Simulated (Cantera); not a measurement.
A closed system holds: 1 mol SiH4, 0.32 mol N2, equilibrated at 875 K and 1.20 mbar.

Method: chemical equilibrium by Gibbs-energy minimisation in Cantera with the NASA 1993 tables (ideal gas, pure condensed phases). Candidate condensed phases: Si, Si3N4; 18 gas species. N2 is the only nitrogen source here; it is nearly inert below about 1500 K, so the nitride shown seldom forms there in practice. Rates play no part.

Base state: H2 1.00 (mole fractions); condensed: Si(s) + Si3N4(s).

What changes in the equilibrium state with this change: temperature from 875 K to 2050 K?


```csv
species,before,after
H2,1.00,0.752
N2,<1e-9,0.125
Si,<1e-9,0.0644
H,1.45e-9,0.0568
SiH,<1e-9,0.00117
Si2,<1e-9,0.000751
Si2N,<1e-9,0.000229
SiN,<1e-9,0.000183
Si3,<1e-9,0.000157
"Si(s), mol",0.520,0
"Si3N4(s), mol",0.160,0
"Si(l), mol",0,0.825
```
The tables' values for SiN are old estimates; treat these amounts as uncertain. Gases not in the tables: Si2H6 and higher silanes.
